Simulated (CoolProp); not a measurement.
C2F6 (R116) along the isotherm 151.85 °C: density (kg/m³) from the reference equation and from simpler models built on Tc = 19.9 °C, pc = 3048 kPa, ω = 0.257; each cubic takes its own stable root.

Model: reference Helmholtz-energy equation of state, Lemmon 2006, in CoolProp. It is a short technical equation, of lower accuracy than the large ones.

| p (kPa) | phase | reference | ideal gas | van der Waals | Redlich-Kwong | Soave-Redlich-Kwong |
|---|---|---|---|---|---|---|
| 48.2 | gas | 1.885 | 1.883 | 1.886 | 1.886 | 1.885 |
| 99 | gas | 3.877 | 3.867 | 3.881 | 3.880 | 3.876 |
| 203 | gas | 7.972 | 7.928 | 7.990 | 7.986 | 7.969 |
| 417 | gas | 16.47 | 16.29 | 16.55 | 16.53 | 16.46 |
| 857 | gas | 34.26 | 33.47 | 34.60 | 34.52 | 34.20 |
| 1760 | gas | 72.07 | 68.74 | 73.74 | 73.28 | 71.79 |
| 3610 | supercritical | 154.9 | 141.0 | 164.3 | 160.8 | 153.4 |
| 7420 | supercritical | 343.1 | 289.8 | 394.1 | 368.7 | 332.4 |
| 15200 | supercritical | 683.5 | 593.7 | 699.9 | 725.3 | 646.9 |
